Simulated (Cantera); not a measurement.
Feed: 1 mol MgSO4, 0.65 mol C, 0.13 mol CO2, at 1000 Pa.

These are equilibrium values from Cantera (NASA tables, ideal gas, pure condensed phases), not measurements of a reactor. Candidate condensed phases: C, Mg, MgCO3, MgO, MgS, MgSO4, S; 26 gas species. Gases not in the tables: S3 to S7. The numbers say what is thermodynamically allowed, not how fast it happens.

Task: At 1002 °C, list the 6 most abundant gas species with their mole fractions, and the condensed phases.

Result: SO2 0.506, CO2 0.430, S2 0.0364, CO 0.0242, SO 0.00152, S2O 0.000990. Condensed: MgO(s).
